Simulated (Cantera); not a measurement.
Feed: 1 mol C2H6, 1.9 mol CO2, 6 mol H2, held at 1300 °C and 54.0 mbar.

These are equilibrium values from Cantera (NASA tables, ideal gas, pure condensed phases), not measurements of a reactor. Candidate condensed phases: C, C6H6, C7H8, C8H18, H2O; 110 gas species. Kinetics and transport are ignored.

Base state: H2 0.703, CO 0.297, H 0.000147, CH4 4.89e-5, C2H2 (acetylene) 1.45e-5, H2O 1.17e-5 (mole fractions); condensed: C(graphite).

Q: What changes in the equilibrium state with this change: temperature from 1300 °C to 1825 °C?

A: 
| species | before | after |
|---|---|---|
| H2 | 0.703 | 0.693 |
| CO | 0.297 | 0.295 |
| H | 0.000147 | 0.0110 |
| C2H2 (acetylene) | 1.45e-5 | 0.000989 |
| H2O | 1.17e-5 | 8.93e-7 |
| C(graphite), mol | 0.0992 | 0.0744 |

Q: What changes in the equilibrium state with this change: pressure from 54.0 mbar to 4.60 bar?

A: 
```json
[
 {"species": "H2", "before": "0.703", "after": "0.698"},
 {"species": "CO", "before": "0.297", "after": "0.297"},
 {"species": "CH4", "before": "4.89e-5", "after": "0.00410"},
 {"species": "H2O", "before": "1.17e-5", "after": "0.000991"},
 {"species": "CO2", "before": "1.71e-6", "after": "0.000146"},
 {"species": "H", "before": "0.000147", "after": "1.59e-5"},
 {"species": "C2H2 (acetylene)", "before": "1.45e-5", "after": "1.44e-5"},
 {"species": "C(graphite), mol", "before": "0.0992", "after": "0.0617"}
]
```
